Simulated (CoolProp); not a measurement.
Vapour-liquid equilibrium of R143a (1) + R236FA (2) at 24.85 °C; x and y are mole fractions of (1).

Values from CoolProp's multi-fluid Helmholtz-energy mixture model, Lemmon and Jacobsen 2000 and Pan 2012; pair parameters Bell 2016.

```tsv
x	bubble pressure (MPa)	y at the bubble point	dew pressure at overall composition x (MPa)	liquid density (mol/L)
0.05	0.3084	0.154	0.2818	9.054
0.15	0.3876	0.380	0.3072	9.272
0.25	0.4717	0.538	0.3376	9.494
0.35	0.5606	0.653	0.3747	9.719
0.45	0.6543	0.740	0.4208	9.945
0.55	0.7527	0.809	0.4799	10.17
0.65	0.8558	0.865	0.5581	10.39
0.75	0.9636	0.911	0.6664	10.61
0.85	1.076	0.950	0.8253	10.81
0.95	1.195	0.984	1.076	11.00
```

No azeotrope shows between x = 0.05 and 0.95.

Pair parameters are fitted to limited data, so mixtures are less certain than the pure fluids.
